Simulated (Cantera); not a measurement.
Charge: 1 mol PbF2, 0.15 mol HF, 0.27 mol H2, at 848.15 K and 0.120 Torr.

These are equilibrium values from Cantera (NASA tables, ideal gas, pure condensed phases), not measurements of a reactor. Candidate condensed phases: Pb, PbF2; 16 gas species. The numbers say what is thermodynamically allowed, not how fast it happens.

Base state: HF 0.967, PbF4 0.0266, PbF2 0.00435, Pb 0.00188, H2 8.76e-5, PbF 6.45e-5 (mole fractions); condensed: Pb(l) + PbF2(s).

What changes in the equilibrium state with this change: H2 from 0.27 to 80 mol?


```json
[
 {"species": "H2", "before": "8.76e-5", "after": "0.972"},
 {"species": "HF", "before": "0.967", "after": "0.0264"},
 {"species": "Pb", "before": "0.00188", "after": "0.00188"},
 {"species": "PbF4", "before": "0.0266", "after": "<1e-9"},
 {"species": "PbF2", "before": "0.00435", "after": "<1e-9"},
 {"species": "PbF", "before": "6.45e-5", "after": "1.67e-8"},
 {"species": "Pb(l), mol", "before": "0.288", "after": "0.847"},
 {"species": "PbF2(s), mol", "before": "0.689", "after": "0"}
]
```

What changes in the equilibrium state with this change: temperature from 848.15 K to 2073.15 K?


```json
[
 {"species": "HF", "before": "0.967", "after": "0.321"},
 {"species": "F", "before": "<1e-9", "after": "0.214"},
 {"species": "Pb", "before": "0.00188", "after": "0.187"},
 {"species": "PbF", "before": "6.45e-5", "after": "0.0993"},
 {"species": "PbF2", "before": "0.00435", "after": "0.175"},
 {"species": "PbF4", "before": "0.0266", "after": "0.00388"},
 {"species": "H", "before": "<1e-9", "after": "3.56e-5"},
 {"species": "H2", "before": "8.76e-5", "after": "2.92e-8"},
 {"species": "Pb(l), mol", "before": "0.288", "after": "0"},
 {"species": "PbF2(s), mol", "before": "0.689", "after": "0"}
]
```

What changes in the equilibrium state with this change: 0.004 mol H2S added?


| species | before | after |
|---|---|---|
| HF | 0.967 | 0.962 |
| PbF4 | 0.0266 | 0.0266 |
| PbS | 0 | 0.00477 |
| H2 | 8.76e-5 | 8.67e-5 |
| PbF | 6.45e-5 | 6.45e-5 |
| Pb | 0.00188 | 0.00188 |
| PbF2 | 0.00435 | 0.00435 |
| Pb(l), mol | 0.288 | 0.288 |
| PbF2(s), mol | 0.689 | 0.684 |
| PbS(s), mol | 0 | 0.000539 |
Further candidate phases: PbS, S.
